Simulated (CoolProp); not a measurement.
Vapour-liquid equilibrium of methanol (1) + ethanol (2) at 200.95 °C; x and y are mole fractions of (1).

Values from CoolProp's multi-fluid Helmholtz-energy mixture model, de Reuck 1993 and Schroeder 2014; pair parameters Bell 2016.

```csv
x,"bubble pressure, mixture model (MPa)","bubble pressure, Raoult's law (MPa)","y, mixture model","y, Raoult's law"
0.05,3.087,3.089,0.060,0.066
0.2,3.234,3.249,0.230,0.252
0.35,3.378,3.408,0.389,0.421
0.5,3.525,3.568,0.542,0.575
0.65,3.680,3.727,0.688,0.715
0.8,3.848,3.887,0.828,0.844
0.95,4.033,4.046,0.959,0.962
```

The largest gap from Raoult's law is -1.3 % in bubble pressure, at x = 0.65. No azeotrope shows between x = 0.05 and 0.95.

The pair parameters rest on a limited set of measurements; away from them the model extrapolates.
